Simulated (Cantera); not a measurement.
Charge: 1 mol HMDSO, 0.097 mol O₃, held at 0.100 bar.

Cantera equilibrium calculation (NASA polynomials, part measured and part estimated; ideal gas, pure solids and liquids). Candidate condensed phases: C, C₆H₆, C₇H₈, C₈H₁₈, H₂O, Si, SiC, SiO₂; 123 gas species. The feed counts by its element totals alone. Mutual solubility and eutectic melting of coexisting phases are not modelled. The tables hold silica as quartz up to 1696 K and as liquid above; real silica turns to tridymite and cristobalite and melts near 1996 K. Kinetics and transport are ignored.

x: gas mole fraction; n: condensed amount in mol.

```tsv
T (°C)	x H₂	x CO	x CH₄	x H	x SiO	x C₂H₂ (acetylene)	x Si	n C(graphite)	n SiC(s)	n SiO₂(β-quartz)
577	0.944	1.93e-9	0.0555	6.30e-11	<1e-12	9.01e-12	<1e-12	4.17	1.35	0.645
727	0.991	1.25e-6	0.00937	7.14e-9	1.03e-10	1.13e-9	<1e-12	4.56	1.35	0.645
877	0.998	0.000146	0.00233	2.36e-7	4.17e-8	3.86e-8	<1e-12	4.62	1.36	0.645
1027	0.994	0.00557	0.000776	3.49e-6	4.14e-6	5.73e-7	(withheld)	4.56	1.38	0.620
1177	0.901	0.0987	0.000268	2.84e-5	0.000156	4.39e-6	(withheld)	3.17	1.85	0.152
1327	0.874	0.125	0.000125	0.000161	0.000363	2.40e-5	(withheld)	2.71	2.00	0
1477	0.874	0.125	6.97e-5	0.000687	0.000598	0.000100	(withheld)	2.72	1.99	0
1627	0.872	0.124	4.27e-5	0.00234	0.000907	0.000333	(withheld)	2.72	1.99	0
1777	0.867	0.124	2.81e-5	0.00668	0.00129	0.000921	(withheld)	2.72	1.99	0
```

Q: What belongs in the gaps?

A: 
- 1027, x Si: 1.28e-12
- 1177, x Si: 1.83e-10
- 1327, x Si: 1.02e-8
- 1477, x Si: 2.86e-7
- 1627, x Si: 4.68e-6
- 1777, x Si: 5.07e-5
